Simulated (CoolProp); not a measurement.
Vapour-liquid equilibrium of carbon dioxide (1) + carbonyl sulfide (2) at 244.9 K; x and y are mole fractions of (1).

The numbers come from the multi-fluid Helmholtz-energy mixture model, Span 1996 and Lemmon 2006; pair parameters Bell 2016 in CoolProp.

### Question
Give the bubble pressure and the first vapour's composition at x = 0.05, 0.8, 0.95. Is there an azeotrope?

### Answer
x = 0.05: 0.3701 MPa, y = 0.333; x = 0.8: 1.313 MPa, y = 0.925; x = 0.95: 1.461 MPa, y = 0.979. No azeotrope shows between x = 0.05 and 0.95.

Pair parameters are fitted to limited data, so mixtures are less certain than the pure fluids.
